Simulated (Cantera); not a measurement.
A closed system holds: 1 mol Na2SO4, 2.8 mol CO2, 0.14 mol H2O, at 101000 Pa.

Equilibrium computed with Cantera from the NASA thermochemical tables; the gas is ideal and each condensed phase is pure. Candidate condensed phases: C, C6H6, C7H8, C8H18, H2O, H2SO4, Na, NaOH, NaO2, Na2CO3, Na2O, Na2O2, Na2S, Na2SO4, S; 131 gas species. Kinetics and transport are ignored.

log p: log10 of the partial pressure in bar; n: condensed amount in mol.

| T (K) | log p CO2 | log p Na | log p SO2 | log p O2 | log p NaOH | log p H2O | log p Na2SO4 | n Na2SO4(l) |
|---|---|---|---|---|---|---|---|---|
| 1523 | -0.02 | -4.45 | -3.43 | -3.43 | -3.15 | -1.32 | -4.33 | 0.999 |
| 1573 | -0.02 | -4.05 | -3.16 | -3.20 | -2.89 | -1.32 | -4.04 | 0.998 |
| 1623 | -0.02 | -3.68 | -2.90 | -2.97 | -2.64 | -1.33 | -3.77 | 0.996 |
| 1673 | -0.02 | -3.33 | -2.67 | -2.76 | -2.42 | -1.34 | -3.51 | 0.993 |
| 1723 | -0.02 | -3.01 | -2.44 | -2.55 | -2.21 | -1.35 | -3.28 | 0.988 |
| 1773 | -0.02 | -2.71 | -2.24 | -2.35 | -2.02 | -1.37 | -3.05 | 0.980 |
| 1823 | -0.03 | -2.42 | -2.04 | -2.16 | -1.84 | -1.40 | -2.85 | 0.969 |
| 1873 | -0.04 | -2.15 | -1.86 | -1.98 | -1.69 | -1.45 | -2.65 | 0.951 |
| 1923 | -0.05 | -1.90 | -1.69 | -1.80 | -1.55 | -1.51 | -2.47 | 0.925 |
| 1973 | -0.06 | -1.66 | -1.53 | -1.64 | -1.43 | -1.61 | -2.30 | 0.888 |
| 2023 | -0.09 | -1.43 | -1.38 | -1.48 | -1.35 | -1.73 | -2.14 | 0.834 |
| 2073 | -0.12 | -1.21 | -1.24 | -1.32 | -1.29 | -1.91 | -1.98 | ? |
| 2123 | -0.17 | -1.00 | -1.11 | -1.17 | -1.27 | -2.15 | -1.84 | ? |
| 2173 | -0.25 | -0.81 | -0.98 | -1.03 | -1.30 | -2.46 | -1.70 | ? |

Task: What belongs in the gaps?

Result: 
- 2073, n Na2SO4(l): 0.752
- 2123, n Na2SO4(l): 0.622
- 2173, n Na2SO4(l): 0.391
